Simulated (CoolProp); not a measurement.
Properties of CHF3 (R23) at several states.

Model: reference Helmholtz-energy equation of state, Penoncello 2003, in CoolProp.

```tsv
T (°C)	p (bar)	phase	density (kg/m³)	Joule-Thomson coefficient (K/MPa)	expansivity (1/kK)	viscosity (µPa s)	conductivity (mW/(m K))
64.55	182	supercritical	___	___	6.495	___	___
-119.55	69.5	liquid	1592	-0.3562	2.114	679	183
19.45	3.64	gas	___	13.55	3.794	___	13.7
186.75	26.4	gas	50.24	___	2.577	22.3	25.0
```

Problem. Fill in the missing entries.

Solution. 
- 64.55, density (kg/m³): 866.5
- 64.55, Joule-Thomson coefficient (K/MPa): 0.8609
- 64.55, viscosity (µPa s): 68.3
- 64.55, conductivity (mW/(m K)): 68.6
- 19.45, density (kg/m³): 10.80
- 19.45, viscosity (µPa s): 14.7
- 186.75, Joule-Thomson coefficient (K/MPa): 3.716

Viscosity comes from a separate model (Shan 2000). Thermal conductivity comes from a separate model (Shan 2000).
